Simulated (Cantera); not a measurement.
Charge: 1 mol Si3N4, 0.036 mol CO2, 2.7 mol H2, held at 1.00 bar.

Cantera equilibrium calculation (NASA polynomials, part measured and part estimated; ideal gas, pure solids and liquids). Candidate condensed phases: C, C6H6, C7H8, C8H18, H2O, Si, SiC, SiO2, Si2N2O, Si3N4; 151 gas species. Mutual solubility and eutectic melting of coexisting phases are not modelled. The tables' values for SiN are old estimates; treat these amounts as uncertain. Gases not in the tables: Si2H6 and higher silanes. The numbers say what is thermodynamically allowed, not how fast it happens.

x: gas mole fraction; n: condensed amount in mol.

```json
[
 {"T (°C)": "1077", "x H2": "0.986", "x N2": "0.00884", "x SiO": "8.72e-10", "x CO": "9.95e-7", "n C(graphite)": "0.0207", "n Si2N2O(s)": "0.0720", "n Si3N4(s)": "0.952", "n SiC(s)": "0", "n Si(l)": "0"},
 {"T (°C)": "1177", "x H2": "0.982", "x N2": "0.0162", "x SiO": "2.50e-8", "x CO": "5.24e-6", "n C(graphite)": "0", "n Si2N2O(s)": "0.0720", "n Si3N4(s)": "0.942", "n SiC(s)": "0.0308", "n Si(l)": "0"},
 {"T (°C)": "1277", "x H2": "0.982", "x N2": "0.0171", "x SiO": "5.41e-7", "x CO": "1.26e-5", "n C(graphite)": "0", "n Si2N2O(s)": "0.0720", "n Si3N4(s)": "0.941", "n SiC(s)": "0.0346", "n Si(l)": "0"},
 {"T (°C)": "1377", "x H2": "0.982", "x N2": "0.0173", "x SiO": "?", "x CO": "?", "n C(graphite)": "0", "n Si2N2O(s)": "0.0719", "n Si3N4(s)": "0.940", "n SiC(s)": "0.0354", "n Si(l)": "0"},
 {"T (°C)": "1477", "x H2": "0.982", "x N2": "0.0174", "x SiO": "8.78e-5", "x CO": "5.03e-5", "n C(graphite)": "0", "n Si2N2O(s)": "0.0716", "n Si3N4(s)": "0.940", "n SiC(s)": "0.0356", "n Si(l)": "0"},
 {"T (°C)": "1577", "x H2": "0.979", "x N2": "0.0195", "x SiO": "0.000706", "x CO": "1.00e-4", "n C(graphite)": "0", "n Si2N2O(s)": "0.0698", "n Si3N4(s)": "0.938", "n SiC(s)": "0.0356", "n Si(l)": "0.00798"},
 {"T (°C)": "1677", "x H2": "0.911", "x N2": "?", "x SiO": "?", "x CO": "?", "n C(graphite)": "0", "n Si2N2O(s)": "?", "n Si3N4(s)": "?", "n SiC(s)": "0.0333", "n Si(l)": "?"},
 {"T (°C)": "1777", "x H2": "0.671", "x N2": "0.312", "x SiO": "0.0103", "x CO": "0.00425", "n C(graphite)": "0", "n Si2N2O(s)": "0.0136", "n Si3N4(s)": "0.367", "n SiC(s)": "0.0166", "n Si(l)": "1.81"},
 {"T (°C)": "1877", "x H2": "0.562", "x N2": "0.418", "x SiO": "0.00909", "x CO": "0.00596", "n C(graphite)": "0", "n Si2N2O(s)": "0", "n Si3N4(s)": "0", "n SiC(s)": "0.00148", "n Si(l)": "2.95"}
]
```

**Question.** Fill in the missing entries.

**Answer.** 
- 1377, x SiO: 8.06e-6
- 1377, x CO: 2.64e-5
- 1677, x N2: 0.0838
- 1677, x SiO: 0.00289
- 1677, x CO: 0.000720
- 1677, n Si2N2O(s): 0.0613
- 1677, n Si3N4(s): 0.845
- 1677, n Si(l): 0.300
